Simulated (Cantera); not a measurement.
A Cantera script and its output.

```python
import numpy as np
import cantera as ct

gas = ct.Solution("gri30.yaml")
gas.TPX = 1323, 59000, {'H2': 1.9, 'O2': 1, 'N2': 42}
reactor = ct.IdealGasConstPressureReactor(gas, energy="off", clone=False)
net = ct.ReactorNet([reactor])
net.rtol, net.atol = 1e-08, 1e-18
show = ['H2', 'O2', 'N2O', 'NO2', 'OH', 'H2O2']
times = np.geomspace(3e-05, 2, 9)

steps = ct.SolutionArray(gas, extra=["t"])
rows = []
print(f"{'t/s':>10s}{'T/K':>9s}{'P/Pa':>11s}" + "".join(f"{s:>11s}" for s in show))
for t in times:
    while net.time < t:
        t_next = net.step()
        steps.append(gas.state, t=t_next)
    rows.append([np.interp(t, steps.t, y) for y in (steps.T, steps.P, *steps(*show).X.T)])
    print(f"{t:10.3e}{rows[-1][0]:9.1f}{rows[-1][1]:11.4g}" + "".join(f"{x:11.3e}" for x in rows[-1][2:]))
rate = np.gradient(steps.T, steps.t)
print("integrator steps:", len(steps.t))
if steps.T.max() > steps.T[0] + 200:
    print(f"time of steepest temperature rise: {steps.t[rate.argmax()]:.4e} s")
gas.TPX = 1323, 59000, {'H2': 1.9, 'O2': 1, 'N2': 42}
gas.equilibrate("TP")
print(f"equilibrium (TP): T = {gas.T:.1f} K  " + "  ".join(f"{s} {gas[s].X[0]:.3e}" for s in show))
```

Result:

```
       t/s      T/K       P/Pa         H2         O2        N2O        NO2         OH       H2O2
 3.000e-05   1323.0    5.9e+04  4.232e-02  2.227e-02  1.405e-14  6.011e-24  1.700e-09  5.089e-11
 1.203e-04   1323.0    5.9e+04  4.231e-02  2.227e-02  2.394e-12  1.173e-19  3.114e-07  1.289e-09
 4.821e-04   1323.0    5.9e+04  6.026e-03  6.101e-03  3.009e-08  1.663e-10  1.058e-03  2.898e-07
 1.932e-03   1323.0    5.9e+04  3.135e-03  3.038e-03  3.062e-08  4.393e-10  5.348e-04  2.537e-07
 7.746e-03   1323.0    5.9e+04  1.024e-03  1.639e-03  3.782e-08  7.937e-10  2.208e-04  1.357e-07
 3.105e-02   1323.0    5.9e+04  2.082e-04  1.216e-03  5.836e-08  2.665e-09  8.470e-05  3.992e-08
 1.245e-01   1323.0    5.9e+04  2.629e-05  1.138e-03  8.340e-08  9.605e-09  2.928e-05  6.689e-09
 4.989e-01   1323.0    5.9e+04  3.097e-06  1.131e-03  6.550e-08  1.270e-08  1.030e-05  9.420e-10
 2.000e+00   1323.0    5.9e+04  5.510e-07  1.132e-03  1.143e-08  7.553e-09  4.427e-06  1.815e-10
integrator steps: 1830
equilibrium (TP): T = 1323.0 K  H2 2.196e-07  O2 1.119e-03  N2O 2.055e-09  NO2 2.048e-08  OH 2.773e-06  H2O2 7.242e-11
```

Cantera simulation using GRI-Mech 3.0 (53 species, 325 reactions); the numbers are that mechanism's predictions, not measurements. The temperature is held fixed by assumption; the heat of reaction is taken as removed at once.
